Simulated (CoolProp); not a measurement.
A closed Brayton cycle with nitrogen: compressor inlet 319.15 K and 1 MPa, high pressure 2.11 MPa, turbine inlet 840 K, compressor efficiency 0.89, turbine efficiency 0.85, recuperator effectiveness 0.9 (on enthalpy, no pinch check). Each further row changes one setting.

Values from CoolProp's reference Helmholtz-energy equation of state, Span 2000.

```csv
case,thermal efficiency (%),net work (kJ/kg),compressor to turbine work,compressor exit (K),turbine exit (K)
as stated,…,55.5,0.62,404.6,711.3
turbine inlet 790 K,28.4,…,0.65,404.6,…
compressor inlet 329.15 K,…,52.7,0.63,417.2,711.3
high pressure 1.79 MPa,30.8,…,…,…,…
recuperator effectiveness 0.5,17.9,55.5,0.62,404.6,711.3
```

**Question.** Complete the blanks.

**Answer.** 
- as stated, thermal efficiency (%): 31.1
- turbine inlet 790 K, net work (kJ/kg): 46.8
- turbine inlet 790 K, turbine exit (K): 667.9
- compressor inlet 329.15 K, thermal efficiency (%): 29.8
- high pressure 1.79 MPa, net work (kJ/kg): 47.4
- high pressure 1.79 MPa, compressor to turbine work: 0.59
- high pressure 1.79 MPa, compressor exit (K): 384.2
- high pressure 1.79 MPa, turbine exit (K): 737.8
